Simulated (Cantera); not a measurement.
Feed: 1 mol Cr, 0.1 mol N2O, 4.9 mol N2, held at 14.0 mbar.

Method: chemical equilibrium by Gibbs-energy minimisation in Cantera with the NASA 1993 tables (ideal gas, pure condensed phases). Candidate condensed phases: Cr, CrN, Cr2N, Cr2O3; 14 gas species. The numbers say what is thermodynamically allowed, not how fast it happens.

x: gas mole fraction; n: condensed amount in mol.

```tsv
T (K)	x N2	x Cr	x CrO	x O	x CrO2	x NO	x O2	n Cr2O3(s)
2173	0.838	0.154	0.00723	9.06e-6	0.000143	1.26e-5	2.22e-7	0.0184
2223	0.835	0.152	0.0120	2.73e-5	0.000375	3.09e-5	1.07e-6	0.00786
2273	0.833	0.151	0.0154	6.20e-5	0.000590	5.76e-5	3.00e-6	0
2323	0.833	0.151	0.0153	0.000106	0.000559	8.16e-5	4.89e-6	0
2373	0.833	0.151	0.0153	0.000177	0.000528	0.000114	7.77e-6	0
2423	0.833	0.151	0.0152	[?]	0.000497	[?]	[?]	0
2473	0.833	0.151	0.0150	[?]	0.000463	[?]	[?]	0
2523	0.832	0.151	0.0148	0.000706	0.000427	0.000276	2.65e-5	0
```

Q: What belongs in the gaps?

A: 
- 2423, x O: 0.000287
- 2423, x NO: 0.000156
- 2423, x O2: 1.20e-5
- 2473, x O: 0.000456
- 2473, x NO: 0.000209
- 2473, x O2: 1.82e-5
